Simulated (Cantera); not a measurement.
Feed: 1 mol SiCl4, 8.1 mol O3, 98 mol N2, equilibrated at 1273 K and 1.00 bar.

These are equilibrium values from Cantera (NASA tables, ideal gas, pure condensed phases), not measurements of a reactor. Candidate condensed phases: Si, SiO2, Si2N2O, Si3N4; 23 gas species. The tables hold silica as quartz up to 1696 K and as liquid above; real silica turns to tridymite and cristobalite and melts near 1996 K. Kinetics and transport are ignored.

Base state: N2 0.881, O2 0.100, Cl2 0.0173, Cl 0.00128, NO 0.000242, ClO 1.39e-5 (mole fractions); condensed: SiO2(β-quartz).

Q: What changes in the equilibrium state with this change: temperature from 1273 K to 875 K?

A: 
```csv
species,before,after
N2,0.881,0.882
O2,0.100,0.100
Cl2,0.0173,0.0180
Cl,0.00128,6.18e-6
ClO,1.39e-5,1.79e-7
NO,0.000242,4.76e-6
"SiO2(β-quartz), mol",1.00,1.00
```
